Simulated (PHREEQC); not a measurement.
A column of 0.5 m (30 cells, dispersivity 0.018 m, 3600 s a shift, diffusion coefficient 3e-10 m²/s) holds 0.0098 eq of the database's cation exchanger X per kg of pore water, first in equilibrium with 0.0022 mol/kgw LiCl, 0.017 mol/kgw CaCl2 and 1e-05 mol/kgw HCl. It is flushed with 0.0068 mol NaCl, 0.0068 mol ZnCl2 and 1e-05 mol HCl per kg of water, at 25 °C. Values are for the last cell. The system is closed to CO2. Precipitation was switched off in this run.

Base run: PHREEQC, ion-association model, phreeqc.dat. Each further column changes one thing. The table gives Zn in solution (mol/kgw).

```
pore volumes      base  exchange capacity from 0.0098 to 0.0049 eq/kgw  dispersivity from 0.018 to 0.036 m
------------  --------  ----------------------------------------------  ----------------------------------
0                    0                                               0                                   0
0.3167        1.07e-10                                         1.17e-9                             3.22e-7
0.7167         9.94e-5                                        0.000298                            0.000384
1.017         0.000743                                         0.00175                             0.00133
1.317          0.00181                                         0.00352                             0.00242
1.717          0.00372                                         0.00546                             0.00385
2.017          0.00502                                         0.00626                             0.00479
2.317          0.00589                                         0.00661                             0.00551
2.717          0.00647                                         0.00676                             0.00613
3.017          0.00666                                         0.00679                             0.00641
```
